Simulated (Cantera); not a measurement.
What does this Cantera script print?

```python
import numpy as np
import cantera as ct

gas = ct.Solution("h2o2.yaml")
gas.TPX = 373, 420000, {'H2': 1, 'O2': 0.455, 'N2': 1.71}
flame = ct.FreeFlame(gas, width=0.015)
flame.set_refine_criteria(ratio=3, slope=0.08, curve=0.16)
flame.transport_model = "mixture-averaged"
flame.solve(loglevel=0, auto=True)
z, T = flame.grid, flame.T
thick = (T[-1] - T[0]) / np.gradient(T, z).max()
show = ['H2', 'O2', 'H2O2', 'O', 'OH', 'HO2']
print(f"laminar burning velocity  {flame.velocity[0] * 100:.3f} cm/s")
print(f"burnt temperature         {T[-1]:.1f} K")
print(f"thermal thickness         {thick * 1e3:.4f} mm")
print(f"grid points               {len(z)}")
z0 = z[flame.heat_release_rate.argmax()]
print(f"{'z/mm':>9s}{'T/K':>9s}{'u/(m/s)':>9s}" + "".join(f"{s:>11s}" for s in show))
rows = []
for k in (-3, -2, -1.5, -1, -0.5, -0.25, 0, 0.25, 0.5, 1, 2, 4, 8):
    zz = z0 + k * thick
    rows.append([k * thick, np.interp(zz, z, T), np.interp(zz, z, flame.velocity),
                 *(np.interp(zz, z, flame.X[gas.species_index(s)]) for s in show)])
    print(f"{rows[-1][0] * 1e3:9.3f}{rows[-1][1]:9.1f}{rows[-1][2]:9.3f}" + "".join(f"{x:11.3e}" for x in rows[-1][3:]))
```

It prints:

```
laminar burning velocity  337.123 cm/s
burnt temperature         2485.8 K
thermal thickness         0.0615 mm
grid points               112
     z/mm      T/K  u/(m/s)         H2         O2       H2O2          O         OH        HO2
   -0.185    373.0    3.371  3.160e-01  1.438e-01  3.884e-12  6.778e-12  3.098e-14  3.385e-11
   -0.123    373.0    3.371  3.159e-01  1.438e-01  2.108e-10  2.002e-10  1.160e-12  1.765e-09
   -0.092    373.1    3.371  3.156e-01  1.438e-01  3.905e-09  2.362e-09  3.113e-11  3.220e-08
   -0.062    374.1    3.373  3.141e-01  1.441e-01  1.029e-07  3.375e-08  3.879e-09  8.314e-07
   -0.031    416.1    3.669  2.963e-01  1.472e-01  1.995e-05  2.612e-06  9.320e-06  1.706e-04
   -0.015    724.6    6.123  2.485e-01  1.419e-01  1.418e-04  1.661e-04  9.697e-04  9.927e-04
    0.000   1230.1   10.070  1.726e-01  1.090e-01  5.304e-05  2.086e-03  2.585e-03  4.015e-04
    0.015   1586.8   12.841  1.036e-01  6.171e-02  6.493e-06  5.314e-03  6.690e-03  1.822e-04
    0.031   1786.3   14.381  6.811e-02  3.260e-02  3.368e-06  6.474e-03  1.085e-02  8.486e-05
    0.062   1976.9   15.795  5.161e-02  1.649e-02  1.865e-06  5.850e-03  1.420e-02  3.583e-05
    0.123   2142.3   16.956  4.674e-02  1.102e-02  1.099e-06  3.912e-03  1.418e-02  1.898e-05
    0.246   2276.2   17.858  4.185e-02  7.267e-03  7.208e-07  2.208e-03  1.226e-02  9.831e-06
    0.492   2371.2   18.476  3.694e-02  4.430e-03  4.857e-07  1.146e-03  9.686e-03  4.802e-06
```

Computed with Cantera and the H2/O2 subset of GRI-Mech 3.0, which has no nitrogen chemistry. The hydrogen kinetics of GRI-Mech 3.0 are dated; newer H2 mechanisms differ, most at raised pressure. Burning velocities carry a grid error of a few per cent, more on coarse grids.
